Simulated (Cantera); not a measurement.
A perfectly stirred reactor is fed with 29.7 % H₂, 30.6 % O₂, 39.8 % N₂, equivalence ratio 0.48, at 62000 Pa; it is held at 1125 K, and followed from long to short residence time.

Computed with Cantera and the H2/O2 subset of GRI-Mech 3.0, which has no nitrogen chemistry. The temperature is held fixed by assumption; the heat of reaction is taken as removed at once.

x: mole fraction; the columns are a selection and need not sum to one.

| τ (s) | x H₂ | x O₂ | x HO₂ | x O | x H₂O₂ | x H₂O | x H |
|---|---|---|---|---|---|---|---|
| 3.5 | 0.000564 | 0.185 | 1.84e-5 | (withheld) | 2.04e-6 | 0.348 | 3.15e-7 |
| 0.88 | 0.00131 | 0.185 | 3.63e-5 | (withheld) | 6.70e-6 | 0.347 | 1.22e-6 |
| 0.22 | 0.00286 | 0.186 | 6.42e-5 | (withheld) | 1.62e-5 | 0.345 | 4.71e-6 |
| 0.056 | 0.00542 | 0.187 | 9.76e-5 | (withheld) | 2.42e-5 | 0.342 | 1.79e-5 |
| 0.014 | 0.00940 | 0.189 | 0.000132 | (withheld) | 2.36e-5 | 0.337 | 6.95e-5 |
| 0.0036 | 0.0161 | 0.191 | 0.000166 | (withheld) | 1.96e-5 | 0.329 | 0.000263 |
| 0.00092 | 0.0285 | 0.196 | 0.000196 | (withheld) | 1.70e-5 | 0.313 | 0.000984 |

Some entries are withheld; supply them.


- 3.5, x O: 1.81e-6
- 0.88, x O: 5.80e-6
- 0.22, x O: 1.72e-5
- 0.056, x O: 4.86e-5
- 0.014, x O: 0.000136
- 0.0036, x O: 0.000352
- 0.00092, x O: 0.000848
